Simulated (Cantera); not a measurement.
What does this Cantera script print?

```python
import numpy as np
import cantera as ct

gas_names = """
    B BF BF2 BF3 BH BHF2 BH2 BH3 BN B2 F F2 H HF H2 H2F2 H3F3 H4F4 H5F5 H6F6 H7F7 N NF NF2 NF3 NH NH2
    NH3 N2 N2H2 N2H4
""".split()
cond_names = """
    B(b) B(L) BN(s)
""".split()


# ... load() reads the species with a 1 bar reference pressure and builds the phases ...
atoms = {
    'BF3': {'B': 1, 'F': 3},
    'N2': {'N': 2},
    'H2': {'H': 2},
}
top_T = {'BN(s)': 3200}  # K; cautious upper limits of use, not melting points


# ... equilibrate(T, P, feed) seeds the gas with the atoms and calls Mixture.equilibrate('TP', solver="vcs", rtol=1e-11, max_steps=5000) ...
results = []
feed = {'BF3': 1, 'N2': 2.4, 'H2': 0.14}  # mol
P = 100000  # Pa
for T in [1148, 1198, 1248, 1298, 1348, 1398, 1448, 1498, 1548, 1598, 1648, 1698]:
    mix = equilibrate(T, P, feed)
    results.append((T, P, feed, dict(zip(mix.species_names, mix.species_moles))))

top = {s: max(r[3][s] / sum(r[3][g] for g in gas_names) for r in results) for s in gas_names}
cols = sorted((s for s in top if top[s] > 0.001), key=lambda s: -top[s])[:5]
seen = [c for c in cond_names if any(r[3].get(c, 0) > 1e-12 for r in results)]
print("log10 of partial pressures in bar; condensed amounts in mol")
print(f"{'T/K':>10s}" + "".join(f"{s[:9]:>10s}" for s in cols + seen))
for T, P, feed, n in results:
    ng = sum(n[g] for g in gas_names)
    print(f"{T:10.4g}" + "".join(f"{np.log10(max(n[s] / ng * P / 1e5, 1e-99)):10.3f}" for s in cols)
          + "".join(f"{n.get(c, 0):10.4g}" for c in seen))
```

Output:

```
log10 of partial pressures in bar; condensed amounts in mol
       T/K        N2       BF3        H2        HF       BF2     BN(s)
      1148    -0.170    -0.553    -1.444    -2.154    -6.273   0.00821
      1198    -0.170    -0.553    -1.448    -2.115    -5.801  0.008945
      1248    -0.170    -0.553    -1.452    -2.080    -5.367  0.009659
      1298    -0.170    -0.554    -1.456    -2.048    -4.968   0.01034
      1348    -0.170    -0.554    -1.461    -2.018    -4.598   0.01099
      1398    -0.170    -0.555    -1.465    -1.991    -4.256   0.01158
      1448    -0.170    -0.555    -1.470    -1.966    -3.937   0.01208
      1498    -0.170    -0.556    -1.475    -1.942    -3.640   0.01248
      1548    -0.170    -0.557    -1.480    -1.921    -3.363   0.01271
      1598    -0.170    -0.558    -1.485    -1.901    -3.104   0.01269
      1648    -0.170    -0.559    -1.490    -1.883    -2.861   0.01233
      1698    -0.170    -0.561    -1.496    -1.867    -2.633   0.01143
```

Method: chemical equilibrium by Gibbs-energy minimisation in Cantera with the NASA 1993 tables (ideal gas, pure condensed phases). N2 is the only nitrogen source here; it is nearly inert below about 1500 K, so the nitride shown seldom forms there in practice. The tables' values for BF2 are old estimates; treat these amounts as uncertain.
